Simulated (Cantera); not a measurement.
Low-pressure radical oxidation in H2/O2

An isothermal, constant-pressure homogeneous reactor starts with 9.91 % H2, 90.1 % O2, equivalence ratio 0.055, at 1275 K and 0.00740 atm.

Detailed kinetics in Cantera: GRI-Mech 3.0 (53 species, 325 reactions). Radical loss at walls, strong at low pressure, is not modelled. The temperature is held fixed by assumption; the heat of reaction is taken as removed at once.

```tsv
t (s)	x H2	x O2	x OH	x H	x HO2
2.00e-5	0.0991	0.901	4.88e-10	3.05e-9	3.50e-9
7.52e-5	0.0991	0.901	4.85e-9	1.00e-8	1.32e-8
0.000283	0.0991	0.901	5.86e-8	7.03e-8	4.96e-8
0.00106	0.0990	0.901	2.36e-5	2.64e-5	2.30e-7
0.00399	0.00296	0.829	0.00764	0.0221	2.62e-6
0.0150	0.00255	0.837	0.00716	0.0182	2.60e-6
0.0565	0.00171	0.859	0.00592	0.00926	2.48e-6
0.212	0.000466	0.886	0.00313	0.00122	1.67e-6
0.798	4.74e-5	0.894	0.00100	3.90e-5	4.54e-7
3.00	4.66e-6	0.896	0.000316	1.21e-6	7.37e-8
```
x: mole fraction; the columns are a selection and need not sum to one.

Equilibrium at this temperature and pressure: H2 7.07e-8, O2 0.896, OH 3.91e-5, H 2.28e-9, HO2 2.62e-8 (gas phase only).
